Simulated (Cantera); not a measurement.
# Hydrocarbon pyrolysis for carbon deposition

An isothermal, constant-pressure homogeneous reactor starts with CH₄ : N₂ = 1 : 6.5 (molar parts), at 1825 K and 3.30 Torr.

Detailed kinetics in Cantera: GRI-Mech 3.0 (53 species, 325 reactions). GRI-Mech 3.0 stops at C3 and has no aromatics, soot or wall deposition, so with more carbon than oxygen in the feed, carbon stays in small species such as C2H2 where larger ones or solid carbon would form. Radical loss at walls, strong at low pressure, is not modelled.

```csv
t (s),x CH₄,x H₂,x CH₃,x HCN,x C₂H₂
0.000200,0.133,7.24e-6,1.63e-5,<1e-12,<1e-12
0.000577,0.133,2.43e-5,5.04e-5,<1e-12,1.85e-11
0.00167,0.133,7.40e-5,0.000149,<1e-12,1.97e-9
0.00480,0.133,0.000228,0.000432,9.34e-12,1.62e-7
0.0139,0.132,0.000950,0.00123,1.74e-10,1.21e-5
0.0400,0.122,0.00938,0.00316,1.05e-8,0.000874
0.115,0.0682,0.0790,0.00344,6.23e-7,0.0227
0.333,0.0213,0.146,0.00137,4.18e-6,0.0483
0.961,0.00448,0.170,0.000426,1.32e-5,0.0566
2.77,0.000552,0.175,9.27e-5,3.58e-5,0.0585
8.00,4.56e-5,0.175,1.28e-5,7.58e-5,0.0587
```
x: mole fraction; the columns are a selection and need not sum to one.

Equilibrium at this temperature and pressure: CH₄ 2.22e-6, H₂ 0.175, CH₃ 7.13e-7, HCN 0.0763, C₂H₂ 0.0206 (gas phase only).
